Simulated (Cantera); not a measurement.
A freely propagating, adiabatic, planar premixed flame of 6.84 % CH4, 1.78 % C2H6, 1.30 % C3H8, 18.9 % O2, 71.2 % N2, equivalence ratio 1.4, unburnt at 375 K and 0.168 atm; mixture-averaged transport, grid criteria slope 0.08 and curve 0.16, no radiation.

Detailed kinetics in Cantera: GRI-Mech 3.0 (53 species, 325 reactions). GRI-Mech 3.0 was tuned for natural gas; its chemistry of propane as a main component is partial and can be far from experiment. Burning velocities carry a grid error of a few per cent, more on coarse grids.

### Question
Predict: laminar burning velocity; thermal thickness; peak x(C2H).

### Answer
```json
{
 "laminar_burning_velocity": "53.5 cm/s",
 "thermal_thickness": "2.20 mm",
 "peak x(C2H)": "2.65e-6"
}
```
